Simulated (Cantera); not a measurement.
A Cantera script and what it prints.

```python
import numpy as np
import cantera as ct

gas_names = [...]  # 127 gases of nasa_gas.yaml made of C, Fe, H, O, S
cond_names = """
    C(gr) C6H6(L) C7H8(L) C8H18(L),n-octa Fe(a) Fe(c) Fe(d) Fe(L) FeC5O5(L) FeO(s) FeO(L) Fe(OH)2(s)
    Fe(OH)3(s) FeS(a) FeS(b) FeS(c) FeS(L) FeSO4(s) FeS2(s) Fe2O3(s) Fe2S3O12(s) Fe3O4(s) H2O(s) H2O(L)
    H2SO4(L) S(cr1) S(cr2) S(L)
""".split()


# ... load() reads the species with a 1 bar reference pressure and builds the phases ...
atoms = {
    'FeS2': {'Fe': 1, 'S': 2},
    'H2S': {'H': 2, 'S': 1},
    'CO2': {'C': 1, 'O': 2},
}
top_T = {'C(gr)': 4500, 'FeSO4(s)': 950, 'FeS2(s)': 1010, 'Fe2O3(s)': 1830, 'Fe2S3O12(s)': 1100, 'Fe3O4(s)': 1870}  # K; cautious upper limits of use, not melting points


# ... equilibrate(T, P, feed) seeds the gas with the atoms and calls Mixture.equilibrate('TP', solver="vcs", rtol=1e-11, max_steps=5000) ...
results = []
feed = {'FeS2': 1, 'H2S': 0.17, 'CO2': 8.4}  # mol
P = 1000  # Pa
for T in [1225, 1275, 1325, 1375, 1425, 1475, 1525, 1575, 1625, 1675, 1725]:
    mix = equilibrate(T, P, feed)
    results.append((T, P, feed, dict(zip(mix.species_names, mix.species_moles))))
    x = sorted(zip(gas.X, gas.species_names), reverse=True)
    print(f"T = {T:g} K  P = {P:g} Pa  gas = {mix.phase_moles(0):.4g} mol")
    print("   x: " + "  ".join(f"{s} {v:.3e}" for v, s in x if v > 0.001))
    print("   condensed (mol): " + ("  ".join(f"{mix.phase(i).name} {mix.phase_moles(i):.4g}"
          for i in range(1, mix.n_phases) if mix.phase_moles(i) > 1e-12) or "none"))
```

Output:

```
T = 1225 K  P = 1000 Pa  gas = 9.355 mol
   x: CO2 7.926e-01  CO 1.041e-01  SO2 4.425e-02  S2 3.906e-02  H2O 1.618e-02  H2 1.447e-03  COS 1.217e-03
   condensed (mol): FeS(c) 1
T = 1275 K  P = 1000 Pa  gas = 9.412 mol
   x: CO2 7.646e-01  CO 1.269e-01  SO2 5.550e-02  S2 3.316e-02  H2O 1.606e-02  H2 1.602e-03
   condensed (mol): FeS(c) 1
T = 1325 K  P = 1000 Pa  gas = 9.565 mol
   x: CO2 7.119e-01  CO 1.652e-01  SO2 6.333e-02  S2 3.944e-02  H2O 1.545e-02  H2 1.925e-03  COS 1.006e-03
   condensed (mol): FeO(s) 0.2192  FeS(c) 0.7808
T = 1375 K  P = 1000 Pa  gas = 9.807 mol
   x: CO2 6.386e-01  CO 2.167e-01  SO2 6.838e-02  S2 5.576e-02  H2O 1.450e-02  H2 2.380e-03  SO 1.426e-03  COS 1.172e-03
   condensed (mol): FeO(s) 0.6346  FeS(c) 0.3654
T = 1425 K  P = 1000 Pa  gas = 10.03 mol
   x: CO2 5.711e-01  CO 2.648e-01  SO2 7.489e-02  S2 6.806e-02  H2O 1.368e-02  H2 2.789e-03  SO 2.277e-03  COS 1.207e-03
   condensed (mol): FeO(s) 1
T = 1475 K  P = 1000 Pa  gas = 10.12 mol
   x: CO2 5.359e-01  CO 2.934e-01  SO2 8.908e-02  S2 5.966e-02  H2O 1.344e-02  SO 3.400e-03  H2 2.964e-03
   condensed (mol): FeO(s) 1
T = 1525 K  P = 1000 Pa  gas = 10.2 mol
   x: CO2 5.014e-01  CO 3.214e-01  SO2 1.028e-01  S2 5.133e-02  H2O 1.318e-02  SO 4.864e-03  H2 3.138e-03
   condensed (mol): FeO(s) 1
T = 1575 K  P = 1000 Pa  gas = 10.28 mol
   x: CO2 4.684e-01  CO 3.480e-01  SO2 1.156e-01  S2 4.324e-02  H2O 1.291e-02  SO 6.696e-03  H2 3.306e-03
   condensed (mol): FeO(s) 0.9999
T = 1625 K  P = 1000 Pa  gas = 10.36 mol
   x: CO2 4.376e-01  CO 3.727e-01  SO2 1.274e-01  S2 3.556e-02  H2O 1.264e-02  SO 8.896e-03  H2 3.464e-03
   condensed (mol): FeO(s) 0.9998
T = 1675 K  P = 1000 Pa  gas = 10.43 mol
   x: CO2 4.097e-01  CO 3.950e-01  SO2 1.377e-01  S2 2.843e-02  H2O 1.239e-02  SO 1.143e-02  H2 3.604e-03
   condensed (mol): FeO(L) 0.9994
T = 1725 K  P = 1000 Pa  gas = 10.5 mol
   x: CO 4.145e-01  CO2 3.850e-01  SO2 1.465e-01  S2 2.197e-02  SO 1.423e-02  H2O 1.216e-02  H2 3.721e-03
   condensed (mol): FeO(L) 0.9985
```

Method: chemical equilibrium by Gibbs-energy minimisation in Cantera with the NASA 1993 tables (ideal gas, pure condensed phases). Metal and sulfide melt together well below either melting point, which pure phases cannot show. Mutual solubility and eutectic melting of coexisting phases are not modelled. The tables' stoichiometric FeO is somewhat more stable than real wüstite, so its field is too wide. FeO, FeS: taken at fixed stoichiometry. Gases not in the tables: S3 to S7.
